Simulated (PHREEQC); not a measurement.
## Acid mine or pickling water (model solution)

Model water analysis in mg/kgw, 25 °C, pH 2.74, pe 8.5: Na 428; K 4.18; Ca 143; Mg 84.4; Cl 398; S(6) as SO4 1230; Cu(2) 0.831.

Valence states are taken as typed.

The numbers come from PHREEQC with the ion-association model, wateq4f.dat.

Each row changes one thing in this solution. Precipitation was switched off in this run.

```json
[
 {"case": "as made", "ionic strength (mol/kgw)": "0.0446", "SO4-2 (mol/kgw)": "0.00922", "Ca+2 (mol/kgw)": "0.00250", "Mg+2 (mol/kgw)": "0.00230", "MgSO4 (mol/kgw)": "0.00117", "CaSO4 (mol/kgw)": "0.00106", "SI of Gypsum (CaSO4:2H2O)": "-0.69", "SI of Epsomite (MgSO4:7H2O)": "-3.16"},
 {"case": "all concentrations times 3 at the same typed pH", "ionic strength (mol/kgw)": "0.122", "SO4-2 (mol/kgw)": "0.0253", "Ca+2 (mol/kgw)": "(withheld)", "Mg+2 (mol/kgw)": "0.00586", "MgSO4 (mol/kgw)": "0.00455", "CaSO4 (mol/kgw)": "0.00411", "SI of Gypsum (CaSO4:2H2O)": "-0.09", "SI of Epsomite (MgSO4:7H2O)": "-2.57"},
 {"case": "Na from 428 to 214 mg/kgw", "ionic strength (mol/kgw)": "0.0398", "SO4-2 (mol/kgw)": "0.00928", "Ca+2 (mol/kgw)": "(withheld)", "Mg+2 (mol/kgw)": "0.00225", "MgSO4 (mol/kgw)": "0.00122", "CaSO4 (mol/kgw)": "0.00111", "SI of Gypsum (CaSO4:2H2O)": "-0.67", "SI of Epsomite (MgSO4:7H2O)": "-3.14"},
 {"case": "Cl from 398 to 796 mg/kgw", "ionic strength (mol/kgw)": "0.0506", "SO4-2 (mol/kgw)": "(withheld)", "Ca+2 (mol/kgw)": "0.00254", "Mg+2 (mol/kgw)": "(withheld)", "MgSO4 (mol/kgw)": "0.00113", "CaSO4 (mol/kgw)": "(withheld)", "SI of Gypsum (CaSO4:2H2O)": "-0.71", "SI of Epsomite (MgSO4:7H2O)": "-3.18"},
 {"case": "temperature from 25 to 35 °C at the same typed pH", "ionic strength (mol/kgw)": "0.0435", "SO4-2 (mol/kgw)": "0.00884", "Ca+2 (mol/kgw)": "0.00247", "Mg+2 (mol/kgw)": "0.00215", "MgSO4 (mol/kgw)": "0.00133", "CaSO4 (mol/kgw)": "0.00108", "SI of Gypsum (CaSO4:2H2O)": "-0.71", "SI of Epsomite (MgSO4:7H2O)": "-3.28"}
]
```

Problem. Fill in the missing entries.

Solution. 
- all concentrations times 3 at the same typed pH, Ca+2 (mol/kgw): 0.00653
- Na from 428 to 214 mg/kgw, Ca+2 (mol/kgw): 0.00245
- Cl from 398 to 796 mg/kgw, SO4-2 (mol/kgw): 0.00933
- Cl from 398 to 796 mg/kgw, Mg+2 (mol/kgw): 0.00234
- Cl from 398 to 796 mg/kgw, CaSO4 (mol/kgw): 0.00101

Species that the database lacks are ignored.
